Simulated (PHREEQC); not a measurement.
Solution (20 °C): 0.011 mol NaH2PO4 per kg of water. Closed to the air; pH follows from the charge balance.

Model: ion-association model, phreeqc.dat, run in PHREEQC.

Each row changes one thing in this solution. This is a speciation only: nothing precipitates in the calculation.

```csv
case,pH,ionic strength (mol/kgw)
as made,4.71,0.0111
NaH2PO4 replaced by NaHF2 at the same molality,3.15,0.0117
diluted 2-fold with water,4.81,0.00554
NaH2PO4 from 0.011 to 0.0011 mol/kgw,5.10,0.00112
temperature from 20 to 15 °C,4.71,0.0111
NaH2PO4 from 0.011 to 0.055 mol/kgw,4.53,0.0552
0.0015 mol/kgw HNO3 added,3.20,0.0117
```
